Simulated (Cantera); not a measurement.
Charge: 1 mol Si, 10 mol HF, equilibrated at 1075 K and 0.00740 bar.

Method: chemical equilibrium by Gibbs-energy minimisation in Cantera with the NASA 1993 tables (ideal gas, pure condensed phases). Candidate condensed phases: Si; 25 gas species. Rates play no part.

Base state: HF 0.667, H₂ 0.222, SiF₄ 0.111 (mole fractions); condensed: gas only.

**Question.** What changes in the equilibrium state with this change: HF from 10 to 3.3 mol?

**Answer.** 
```
species      before     after
----------  -------  --------
H₂            0.222     0.662
SiF₄          0.111     0.324
SiHF₃       2.51e-7    0.0110
HF            0.667  0.000132
SiH₂F₂        <1e-9  0.000191
SiF₂          <1e-9   3.37e-5
Si(s), mol        0     0.166
```
The tables' values for SiF₃, SiF₂ are old estimates; treat these amounts as uncertain.
